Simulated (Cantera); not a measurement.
Ignition delay

Mixture: 7.68 % CH4, 0.530 % H2, 19.3 % O2, 72.5 % N2, equivalence ratio 0.81, at 1.50 bar, adiabatic and at constant pressure. Ignition delay is the time to a rise of 400 K.

Model: GRI-Mech 3.0 (53 species, 325 reactions), integrated in Cantera.

```
T0 (K)  delay (ms)
------  ----------
1250          7.73
1350          2.53
1450         0.913
1550         0.373
1650         0.173
1750        0.0897
1850        0.0505
1950        0.0304
2050        0.0193
```

| Item | Result |
|---|---|
| apparent activation energy between 1850 and 2050 K | 150 kJ/mol |
